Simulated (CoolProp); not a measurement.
Vapour-liquid equilibrium of R152A (1) + R227EA (2) at 0.0338 bar; x and y are mole fractions of (1).

The numbers come from the multi-fluid Helmholtz-energy mixture model, Outcalt 1996 and Lemmon 2016; pair parameters Bell 2016 in CoolProp.

```
x     bubble temperature, mixture model (K)  bubble temperature, Raoult's law (K)  y, mixture model  y, Raoult's law
----  -------------------------------------  ------------------------------------  ----------------  ---------------
0.05                                  198.8                                 198.7             0.071            0.082
0.2                                   197.7                                 197.5             0.300            0.298
0.35                                  196.3                                 196.4             0.504            0.479
0.5                                   195.0                                 195.3             0.660            0.632
0.65                                  194.0                                 194.4             0.776            0.762
0.8                                   193.2                                 193.5             0.870            0.874
0.95                                  192.6                                 192.7             0.964            0.971
```

The largest gap from Raoult's law is -0.4 K in bubble temperature, at x = 0.65. No azeotrope shows between x = 0.05 and 0.95.

The pair parameters rest on a limited set of measurements; away from them the model extrapolates. The gap from Raoult's law changes sign with composition, which may be real or a fault of the pair parameters; it wasn't checked against measurements.
